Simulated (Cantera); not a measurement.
Input: 1 mol FeS, 0.42 mol H2S, 0.19 mol H2O, equilibrated at 0.100 bar.

Method: chemical equilibrium by Gibbs-energy minimisation in Cantera with the NASA 1993 tables (ideal gas, pure condensed phases). Candidate condensed phases: Fe, FeO, Fe(OH)2, Fe(OH)3, FeS, FeSO4, FeS2, Fe2O3, Fe2(SO4)3, Fe3O4, H2O, H2SO4, S; 22 gas species. FeS: taken at fixed stoichiometry. Gases not in the tables: S3 to S7. The numbers say what is thermodynamically allowed, not how fast it happens.

Which condensed phases are stable at each of these points (T (°C)): 950, 1000, 1050, 1100, 1150, 1200, 1250, 1300?


| T (°C) | condensed phases | Fe condensed (%) |
|---|---|---|
| 950 | FeS(s) | 100.0 |
| 1000 | FeS(s) | 100.0 |
| 1050 | FeS(s) | 100.0 |
| 1100 | FeS(s) | 100.0 |
| 1150 | FeS(s) | 100.0 |
| 1200 | FeS(l) | 100.0 |
| 1250 | FeS(l) | 100.0 |
| 1300 | FeS(l) | 100.0 |

From 950 °C to 1150 °C the condensed part is FeS(s). From 1200 °C to 1300 °C the condensed part is FeS(l).
